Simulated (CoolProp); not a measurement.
Vapour-liquid equilibrium of hydrogen sulfide (1) + propane (2) at -59.25 °C; x and y are mole fractions of (1).

Computed with CoolProp (multi-fluid Helmholtz-energy mixture model, Lemmon 2006 and Lemmon 2009; pair parameters Kunz 2012).

Problem. Give the bubble pressure and the first vapour's composition at x = 0.15, 0.25, 0.85. Is there an azeotrope?

Solution. x = 0.15: 89.06 kPa, y = 0.555; x = 0.25: 103.4 kPa, y = 0.641; x = 0.85: 119.0 kPa, y = 0.804. y crosses x between x = 0.75 and 0.85: the model has an azeotrope there.

The pair parameters rest on a limited set of measurements; away from them the model extrapolates. With so large a gap from Raoult's law the liquid may split in two, which this calculation doesn't test in full.
